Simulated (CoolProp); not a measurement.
Vapour-liquid equilibrium of ethane (1) + C2F6 (R116) (2) at -78.85 °C; x and y are mole fractions of (1).

Model: multi-fluid Helmholtz-energy mixture model, Bücker 2006 and Lemmon 2006; pair parameters Bell 2016, in CoolProp.

```tsv
x	bubble pressure (MPa)	y at the bubble point	dew pressure at overall composition x (MPa)	liquid density (mol/L)
0.05	0.1195	0.218	0.1016	11.82
0.15	0.1572	0.454	0.1116	12.18
0.25	0.1832	0.567	0.1236	12.58
0.35	0.1982	0.626	0.1383	13.01
0.45	0.2052	0.656	0.1565	13.49
0.55	0.2079	0.672	0.1790	14.04
0.65	0.2088	0.683	0.2039	14.67
0.75	0.2085	0.699	0.2031	15.39
0.85	0.2047	0.737	0.1881	16.21
0.95	0.1875	0.854	0.1733	17.16
```

y crosses x between x = 0.65 and 0.75: the model has an azeotrope there.

Pair parameters are fitted to limited data, so mixtures are less certain than the pure fluids. With so large a gap from Raoult's law the liquid may split in two, which this calculation doesn't test in full.
